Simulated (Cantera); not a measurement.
Input (Python, Cantera):

```python
import numpy as np
import cantera as ct

gas = ct.Solution("gri30.yaml", transport_model="mixture-averaged")
show = ['OH', 'N2', 'C2H2']

rows = []
print(f"{'T/K':>7s}{'rho':>11s}{'cp':>10s}{'mu':>11s}{'lambda':>11s}{'Pr':>7s}" + "".join(f"{'D_' + s:>11s}" for s in show))
for T in [400, 500, 600, 700, 800, 900, 1000, 1100]:
    gas.TPX = T, 500000, {'O2': 0.51}
    Pr = gas.cp_mass * gas.viscosity / gas.thermal_conductivity
    D = [gas.mix_diff_coeffs_mole[gas.species_index(s)] for s in show]
    rows.append([gas.density, gas.cp_mass, gas.viscosity, gas.thermal_conductivity, Pr, *D])
    print(f"{T:7g}{gas.density:11.4e}{gas.cp_mass:10.1f}{gas.viscosity:11.4e}"
          f"{gas.thermal_conductivity:11.4e}{Pr:7.3f}" + "".join(f"{d:11.4e}" for d in D))
print("SI units: kg/m3, J/kg/K, Pa s, W/m/K, m2/s")
```

Output:

```
    T/K        rho        cp         mu     lambda     Pr       D_OH       D_N2     D_C2H2
    400 4.8106e+00     941.4 2.5629e-05 3.3852e-02  0.713 1.0793e-05 6.9984e-06 5.6754e-06
    500 3.8485e+00     971.4 3.0045e-05 4.1143e-02  0.709 1.5805e-05 1.0271e-05 8.4227e-06
    600 3.2071e+00    1002.6 3.4077e-05 4.8204e-02  0.709 2.1519e-05 1.4003e-05 1.1567e-05
    700 2.7489e+00    1031.1 3.7824e-05 5.4969e-02  0.709 2.7890e-05 1.8166e-05 1.5080e-05
    800 2.4053e+00    1054.7 4.1353e-05 6.1440e-02  0.710 3.4883e-05 2.2734e-05 1.8940e-05
    900 2.1380e+00    1073.7 4.4705e-05 6.7643e-02  0.710 4.2467e-05 2.7690e-05 2.3129e-05
   1000 1.9242e+00    1090.2 4.7912e-05 7.3608e-02  0.710 5.0620e-05 3.3017e-05 2.7633e-05
   1100 1.7493e+00    1102.7 5.0995e-05 7.9365e-02  0.709 5.9321e-05 3.8702e-05 3.2439e-05
SI units: kg/m3, J/kg/K, Pa s, W/m/K, m2/s
```

Cantera simulation using GRI-Mech 3.0 (53 species, 325 reactions); the numbers are that mechanism's predictions, not measurements.
